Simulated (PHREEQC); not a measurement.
A made-up water analysis in mg/L, 7 °C, pH 6.02, pe 11.7:

| constituent | mg/L |
|---|---|
| Na | 4.36 |
| K | 0.12 |
| Ca | 2.05 |
| Mg | 2.69 |
| Cl | 4.91 |
| S(6) as SO4 | 7.16 |
| Alkalinity as HCO3 | 15.2 |
| Cu(2) | 0.0138 |
| Cd | 0.0478 |
| B | 0.108 |

Cl is adjusted to close the charge balance.
Valence states are taken as typed.

All values are PHREEQC results (ion-association model, phreeqc.dat), not measurements.

```
quantity                    before    after
-------------------------  -------  -------
MgSO4 (mol/kgw)            9.02e-7  1.10e-5
CaSO4 (mol/kgw)            4.49e-7  5.42e-6
Cd+2 (mol/kgw)             4.12e-7  1.54e-6
MgHCO3+ (mol/kgw)          2.72e-7  3.82e-6
SI of Otavite (CdCO3)        -2.46    -1.35
SI of Gypsum (CaSO4:2H2O)    -3.94    -2.86
```

Question: Name the change that produced these shifts.
(A) Mg from 2.69 to 5.38 mg/L
(B) pH from 6.02 to 5.5 at the same alkalinity
(C) pH from 6.02 to 6.52 at the same alkalinity
(D) all concentrations times 4 at the same typed pH

Answer: D, all concentrations times 4 at the same typed pH

Precipitation was switched off in this run. Constants without temperature data keep their 25 °C values here.
